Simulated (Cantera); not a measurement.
An isothermal, constant-pressure homogeneous reactor starts with 69.9 % NO, 30.1 % N₂, at 2048 K and 20.0 Torr.

Computed with Cantera and GRI-Mech 3.0 (53 species, 325 reactions). Radical loss at walls, strong at low pressure, is not modelled.

x: mole fraction; the columns are a selection and need not sum to one.

```json
[
 {"t (s)": "5.00e-6", "x NO": "0.699", "x NO₂": "1.04e-11", "x O": "1.06e-7", "x N₂": "0.301", "x O₂": "9.41e-12"},
 {"t (s)": "2.51e-5", "x NO": "0.699", "x NO₂": "2.60e-10", "x O": "5.34e-7", "x N₂": "0.301", "x O₂": "2.37e-10"},
 {"t (s)": "0.000126", "x NO": "0.699", "x NO₂": "6.41e-9", "x O": "2.68e-6", "x N₂": "0.301", "x O₂": "5.97e-9"},
 {"t (s)": "0.000630", "x NO": "0.699", "x NO₂": "[?]", "x O": "[?]", "x N₂": "0.301", "x O₂": "[?]"},
 {"t (s)": "0.00316", "x NO": "0.699", "x NO₂": "2.54e-6", "x O": "7.30e-5", "x N₂": "0.301", "x O₂": "4.14e-6"},
 {"t (s)": "0.0158", "x NO": "0.698", "x NO₂": "[?]", "x O": "[?]", "x N₂": "0.301", "x O₂": "[?]"},
 {"t (s)": "0.0794", "x NO": "0.692", "x NO₂": "3.34e-5", "x O": "0.000899", "x N₂": "0.304", "x O₂": "0.00280"},
 {"t (s)": "0.398", "x NO": "0.658", "x NO₂": "5.30e-5", "x O": "0.00119", "x N₂": "0.321", "x O₂": "0.0196"},
 {"t (s)": "1.99", "x NO": "0.471", "x NO₂": "8.72e-5", "x O": "0.00213", "x N₂": "0.414", "x O₂": "0.113"},
 {"t (s)": "10.0", "x NO": "0.0654", "x NO₂": "2.08e-5", "x O": "0.00333", "x N₂": "0.617", "x O₂": "0.315"}
]
```

Task: Fill in the missing entries.

Result: 
- 0.000630, x NO₂: 1.48e-7
- 0.000630, x O: 1.36e-5
- 0.000630, x O₂: 1.52e-7
- 0.0158, x NO₂: 1.81e-5
- 0.0158, x O: 0.000410
- 0.0158, x O₂: 0.000144
